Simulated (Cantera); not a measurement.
A perfectly stirred reactor is fed with H2 : O2 = 0.095 : 1 (molar parts), at 29.3 Torr; it is held at 950 K, and followed from long to short residence time.

Detailed kinetics in Cantera: the H2/O2 subset of GRI-Mech 3.0, which has no nitrogen chemistry. Radical loss at walls, strong at low pressure, is not modelled. The temperature is held fixed by assumption; the heat of reaction is taken as removed at once.

What does this change do: pressure from 29.3 Torr to 20.0 Torr?


| quantity | before | after |
|---|---|---|
| x(H2) at τ = 0.970 s | 0.000867 | 0.000907 |
| x(O2) at τ = 0.970 s | 0.909 | 0.909 |
| x(HO2) at τ = 0.970 s | 8.79e-6 | 7.80e-6 |
| x(O) at τ = 0.970 s | 0.000269 | 0.000437 |
| x(H2O2) at τ = 0.970 s | 4.26e-7 | 3.21e-7 |
| x(H2) at τ = 38.0 ms | 0.00497 | 0.00526 |
| x(O2) at τ = 38.0 ms | 0.907 | 0.906 |
| x(HO2) at τ = 38.0 ms | 2.34e-5 | 1.83e-5 |
| x(O) at τ = 38.0 ms | 0.00164 | 0.00263 |
| x(H2O2) at τ = 38.0 ms | 9.01e-7 | 6.31e-7 |
